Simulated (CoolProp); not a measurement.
The fluid at 908.26 K and 0.363 MPa flows at 8.7 m/s in a round tube of 6 mm bore and 15 µm roughness, fully developed (64/Re and Nu = 3.66 if laminar; Colebrook and Gnielinski if turbulent). The same conditions are run with several fluids, on thermodynamics alone (safety and materials aside).

Model: reference Helmholtz-energy equation of state of each fluid (water: Wagner 2002; oxygen: Schmidt 1985; nitrogen: Span 2000; normal hydrogen: Leachman 2009; dry air: Lemmon 2000), in CoolProp. Blends and air are pseudo-pure fits.

**Question.** Rank water, oxygen, nitrogen, normal hydrogen, dry air by Reynolds number, highest first.

**Answer.** nitrogen (1800), dry air (1790), oxygen (1740), water (1330), normal hydrogen (261)

| fluid | Darcy friction factor | pressure drop (Pa/m) | heat-transfer coefficient (W/(m² K)) | mass flow (kg/h) |
|---|---|---|---|---|
| water | 0.0481 | 263 | 51.2 | 0.768 |
| oxygen | 0.0368 | 357 | 40.5 | 1.36 |
| nitrogen | 0.0356 | 302 | 37.2 | 1.19 |
| normal hydrogen | 0.245 | 150 | 259 | 0.0857 |
| dry air | 0.0358 | 314 | 38.4 | 1.23 |

Above 300 K oxygen's equation is extrapolated.

Transport values come from each fluid's own correlations.
